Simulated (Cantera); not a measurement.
A closed system holds: 1 mol TiO2, 35 mol Cl2, 6.7 mol O2, held at 1475 K.

Method: chemical equilibrium by Gibbs-energy minimisation in Cantera with the NASA 1993 tables (ideal gas, pure condensed phases). Candidate condensed phases: Ti, TiCl2, TiCl3, TiCl4, TiO, TiO2, Ti2O3, Ti3O5, Ti4O7; 15 gas species. Rates play no part.

**Question.** At 1.00e-5 bar, list the 5 most abundant gas species with their mole fractions, and the condensed phases.

**Answer.** Cl 0.909, O2 0.0875, Cl2 0.00341, O 0.000269, ClO 2.16e-5. Condensed: TiO2(rutile).
